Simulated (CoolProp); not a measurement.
A single-stage vapour-compression cycle with R125: evaporating at 204.15 K (dew point), condensing at 235.15 K (bubble point), superheat 0 K, subcooling 0 K, compressor efficiency 0.9, no pressure losses. Each further row changes one setting.

The numbers come from the reference Helmholtz-energy equation of state, Lemmon 2005 in CoolProp.

| case | cooling COP | pressure ratio | discharge temperature (K) | refrigerating effect (kJ/kg) | volumetric capacity (kJ/m³) |
|---|---|---|---|---|---|
| as stated | (withheld) | 5.07 | 247.8 | 141 | 325 |
| evaporating temperature 209.15 K | 6.50 | (withheld) | 245.0 | 144 | 439 |
| condensing temperature 230.15 K | 6.36 | 4.04 | 241.4 | 146 | 338 |
| subcooling 5 K | 5.41 | 5.07 | 247.8 | 146 | 338 |
| superheat 10 K | 5.18 | 5.07 | 258.3 | (withheld) | 323 |
| compressor efficiency 0.8 | 4.63 | 5.07 | 252.3 | 141 | 325 |

Problem. Fill in the missing entries.

Solution. 
- as stated, cooling COP: 5.21
- evaporating temperature 209.15 K, pressure ratio: 3.75
- superheat 10 K, refrigerating effect (kJ/kg): 147
